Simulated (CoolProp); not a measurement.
Neopentane at 298.15 K and 0.0135 MPa is compressed adiabatically to 0.0441 MPa with isentropic efficiency 0.6. Each further row changes one setting.

Model: reference Helmholtz-energy equation of state, Lemmon 2006, in CoolProp. It is a short technical equation, of lower accuracy than the large ones.

| case | work (kJ/kg) | final temperature (K) | final density (kg/m³) |
|---|---|---|---|
| as stated | 70.0 | 338.0 | 1.14 |
| efficiency 1 | 42.0 | 322.8 | 1.20 |
| efficiency 0.65 | 64.6 | 335.1 | 1.15 |
